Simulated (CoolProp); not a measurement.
Vapour-liquid equilibrium of CHF3 (R23) (1) + R11 (2) at 231.6 K; x and y are mole fractions of (1).

Model: multi-fluid Helmholtz-energy mixture model, Penoncello 2003 and Jacobsen 1992; pair parameters Bell 2016, in CoolProp.

```csv
x,bubble pressure (bar),y at the bubble point,dew pressure at overall composition x (bar),liquid density (mol/L)
0.05,1.168,0.960,0.04861,12.07
0.125,…,0.982,0.05279,…
0.2,3.797,0.988,0.05774,12.83
0.275,4.612,0.990,0.06372,13.23
0.35,5.125,0.991,…,13.64
0.425,5.403,0.992,0.08035,14.07
0.5,5.527,0.992,0.09240,14.52
0.575,5.570,0.992,0.1087,14.98
0.65,…,0.992,0.1320,…
0.725,…,0.992,0.1680,15.99
0.8,…,0.993,0.2311,16.53
0.875,5.989,0.994,0.3701,17.12
0.95,…,0.997,0.9282,17.77
```

Task: Some entries are withheld; supply them.

Result: 
- 0.125, bubble pressure (bar): 2.642
- 0.125, liquid density (mol/L): 12.44
- 0.35, dew pressure at overall composition x (bar): 0.07108
- 0.65, bubble pressure (bar): 5.594
- 0.65, liquid density (mol/L): 15.47
- 0.725, bubble pressure (bar): 5.647
- 0.8, bubble pressure (bar): 5.768
- 0.95, bubble pressure (bar): 6.341

No azeotrope shows between x = 0.05 and 0.95.

The pair parameters rest on a limited set of measurements; away from them the model extrapolates. With so large a gap from Raoult's law the liquid may split in two, which this calculation doesn't test in full.
